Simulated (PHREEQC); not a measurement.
## Ultrapure water in contact with air or piping

Model water analysis in mg/L, 20 °C, pH 6.74, pe 2: Na 0.0549; K 0.000679; Ca 0.00935; Mg 0.0304; Cl 0.016; S(6) as SO4 0.182; Alkalinity as HCO3 0.0705; N(-3) as NH4 3.66e-05; Mn(2) 0.00797; F 1.14e-05.

Valence states are taken as typed.

Equilibrium calculation in PHREEQC: ion-association model, wateq4f.dat.

Each row changes one thing in this solution. This is a speciation only: nothing precipitates in the calculation.

| case | HCO3- (mol/kgw) | CO2 (mol/kgw) | CO3-2 (mol/kgw) | MgOH+ (mol/kgw) | MnOH+ (mol/kgw) | SI of Rhodochrosite (MnCO3) | SI of Magnesite (MgCO3) |
|---|---|---|---|---|---|---|---|
| as made | 1.30e-6 | 5.68e-7 | 3.04e-10 | 1.56e-11 | 1.34e-11 | -5.26 | -7.48 |
| pH from 6.74 to 7.04 at the same alkalinity | 1.17e-6 | … | 5.47e-10 | 3.11e-11 | 2.67e-11 | -5.00 | -7.23 |
| all concentrations times 4 at the same typed pH | 4.76e-6 | 2.07e-6 | … | 6.19e-11 | 5.30e-11 | -4.10 | -6.32 |
| Cl from 0.016 to 0.008 mg/L | 1.30e-6 | 5.68e-7 | 3.04e-10 | 1.56e-11 | 1.34e-11 | -5.26 | -7.48 |
| pH from 6.74 to 7.24 at the same alkalinity | 1.09e-6 | … | 8.08e-10 | 4.93e-11 | 4.23e-11 | -4.83 | -7.06 |

### Question
Fill in the missing entries.

### Answer

- pH from 6.74 to 7.04 at the same alkalinity, CO2 (mol/kgw): 2.56e-7
- all concentrations times 4 at the same typed pH, CO3-2 (mol/kgw): 1.13e-9
- pH from 6.74 to 7.24 at the same alkalinity, CO2 (mol/kgw): 1.51e-7

Species that the database lacks are ignored.
